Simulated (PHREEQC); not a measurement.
A solution holds 0.0013 mol Cu(NO3)2, 0.00021 mol HCl and 5.7e-05 mol FeCl3 per kg of water, at 20 °C. Closed to the air; pH follows from the charge balance.

The numbers come from PHREEQC with the ion-association model, phreeqc.dat.

Each row changes one thing in this solution. This is a speciation only: nothing precipitates in the calculation.

| case | pH | ionic strength (mol/kgw) | FeOH+2 (mol/kgw) | Fe(OH)2+ (mol/kgw) | SI of Fe(OH)3(a) (Fe(OH)3) | SI of Goethite (FeOOH) |
|---|---|---|---|---|---|---|
| as made | 3.57 | 0.00432 | 3.00e-5 | 2.45e-5 | -0.08 | +5.63 |
| Cu(NO3)2 left out | 3.55 | 0.000416 | 2.90e-5 | 2.60e-5 | -0.06 | +5.65 |
| HCl left out | 4.04 | 0.00409 | 1.64e-5 | 4.01e-5 | +0.61 | +6.32 |
| Cu(NO3)2 replaced by Cu(BF4)2 at the same molality | 2.97 | 0.00500 | 7.55e-10 | … | -5.88 | -0.17 |
| FeCl3 from 5.7e-05 to 8.55e-05 mol/kgw | … | 0.00443 | 4.70e-5 | … | +0.01 | +5.72 |
| diluted 100-fold with water | 5.48 | 4.28e-5 | 6.78e-9 | 5.46e-7 | +0.21 | +5.92 |

### Question
Some entries are withheld; supply them.

### Answer

- Cu(NO3)2 replaced by Cu(BF4)2 at the same molality, Fe(OH)2+ (mol/kgw): 1.55e-10
- FeCl3 from 5.7e-05 to 8.55e-05 mol/kgw, pH: 3.52
- FeCl3 from 5.7e-05 to 8.55e-05 mol/kgw, Fe(OH)2+ (mol/kgw): 3.41e-5

Complexes and solids missing from the database can't appear. Some of these states are supersaturated (in Hematite (slow to form), Goethite (slow to form), Fe(OH)3(a), for instance). Real BF4- forms and hydrolyses slowly; the run takes it at equilibrium. Fluoro complexes past AlF4- and FeF3 are missing from the database.
